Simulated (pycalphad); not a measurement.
All values are pycalphad results on the COST 507 light-alloy database (1999) (1 atm), not direct measurements. The database dates from 1999; later assessments differ in places, in temperatures and in the compounds included.

**Question.** How does the equilibrium phase assembly of Al-0.4995Si (wt.%) change on cooling from 1850 K to 530 K?

**Answer.** 
| T (K) | phases above | phases below |
|---|---|---|
| 930.5 | liquid | fcc + liquid |
| 905.2 | fcc + liquid | fcc |
| 727.7 | fcc | diamond (Si) + fcc |
Changes were sought between steps of 40 K, so a narrower field can be missed.
